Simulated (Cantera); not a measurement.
A Cantera script and its output.

```python
import numpy as np
import cantera as ct

gas = ct.Solution("gri30.yaml")
gas.TPX = 473, 1700000, {'CH3OH': 1, 'O2': 1.15, 'N2': 6.2, 'H2O': 0.18}
inlet = ct.Reservoir(gas, clone=True)
gas.equilibrate("HP")  # start burning
reactor = ct.IdealGasConstPressureReactor(gas, energy="on", clone=False)
exhaust = ct.Reservoir(gas, clone=True)
tau = [0.025, 0.013, 0.0068, 0.0035, 0.0018, 0.00095, 0.00049, 0.00025, 0.00013, 6.9e-05, 3.6e-05][0]
for a, b in ((inlet, reactor), (reactor, exhaust)):
    ct.MassFlowController(a, b, mdot=lambda t: reactor.mass / tau)
net = ct.ReactorNet([reactor])
show = ['CH3OH', 'O2', 'H2O', 'CH4', 'HO2', 'CO']

rows = []
print(f"{'tau/s':>10s}{'T/K':>9s}" + "".join(f"{s:>11s}" for s in show))
for tau in [0.025, 0.013, 0.0068, 0.0035, 0.0018, 0.00095, 0.00049, 0.00025, 0.00013, 6.9e-05, 3.6e-05]:
    net.initial_time = 0.0
    net.advance(30 * tau)
    before = gas.X
    net.advance(40 * tau)
    drift = np.max(np.abs(gas.X - before) / (gas.X + 1e-9))
    rows.append([gas.T, *gas[show].X, drift])
    print(f"{tau:10.3e}{gas.T:9.1f}" + "".join(f"{x:11.3e}" for x in gas[show].X))
```

Result:

```
     tau/s      T/K      CH3OH         O2        H2O        CH4        HO2         CO
 2.500e-02   1890.0  3.556e-06  9.107e-05  2.002e-01  1.556e-05  1.760e-07  4.274e-02
 1.300e-02   1888.8  5.059e-06  1.302e-04  2.002e-01  1.435e-05  3.235e-07  4.280e-02
 6.800e-03   1887.1  7.269e-06  1.882e-04  2.001e-01  1.481e-05  5.836e-07  4.289e-02
 3.500e-03   1884.7  1.070e-05  2.790e-04  1.999e-01  1.724e-05  1.052e-06  4.302e-02
 1.800e-03   1881.4  1.603e-05  4.200e-04  1.998e-01  2.236e-05  1.870e-06  4.323e-02
 9.500e-04   1876.8  2.408e-05  6.319e-04  1.996e-01  3.116e-05  3.216e-06  4.356e-02
 4.900e-04   1870.1  3.759e-05  9.823e-04  1.993e-01  4.679e-05  5.621e-06  4.413e-02
 2.500e-04   1859.8  6.117e-05  1.577e-03  1.990e-01  7.425e-05  1.003e-05  4.510e-02
 1.300e-04   1844.0  1.034e-04  2.594e-03  1.986e-01  1.207e-04  1.832e-05  4.679e-02
 6.900e-05   1817.1  1.887e-04  4.488e-03  1.980e-01  1.995e-04  3.610e-05  4.991e-02
 3.600e-05   1737.4  5.368e-04  1.052e-02  1.953e-01  3.431e-04  1.155e-04  5.902e-02
```

Computed with Cantera and GRI-Mech 3.0 (53 species, 325 reactions). GRI-Mech 3.0 was tuned for natural gas; its chemistry of methanol as a main component is partial and can be far from experiment. The pressure lies above the range GRI-Mech 3.0 was tuned for (to about 10 atm).
